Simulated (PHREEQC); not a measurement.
A solution holds 1.5 mmol/kgw MnSO4, 14 mmol/kgw HCl and 2.3 mmol/kgw Na2SO4, at 25 °C. Closed to the air; pH follows from the charge balance.

Equilibrium calculation in PHREEQC: ion-association model, phreeqc.dat.

Each row changes one thing in this solution. No solid was allowed to form.

| case | pH | ionic strength (mol/kgw) | SO4-2 (mol/kgw) | HSO4- (mol/kgw) | Mn+2 (mol/kgw) | MnSO4 (mol/kgw) | SI of Pyrochroite (Mn(OH)2) |
|---|---|---|---|---|---|---|---|
| as made | 1.96 | 0.0232 | 0.00212 | 0.00149 | 0.00130 | 0.000159 | -14.41 |
| Na2SO4 from 0.0023 to 0.00207 mol/kgw | 1.95 | 0.0227 | 0.00199 | 0.00141 | 0.00131 | 0.000151 | -14.42 |
| diluted 2-fold with water | 2.23 | 0.0121 | 0.00129 | 0.000532 | 0.000672 | 6.51e-5 | -14.09 |
| HCl from 0.014 to 0.028 mol/kgw | 1.65 | 0.0361 | 0.00159 | 0.00209 | 0.00132 | 9.80e-5 | -15.06 |
| HCl left out | 6.80 | 0.0115 | 0.00344 | 3.85e-8 | 0.00119 | 0.000311 | -4.71 |
| diluted 100-fold with water | 3.86 | 0.000268 | 3.74e-5 | 4.71e-7 | 1.49e-5 | 8.55e-8 | -12.33 |
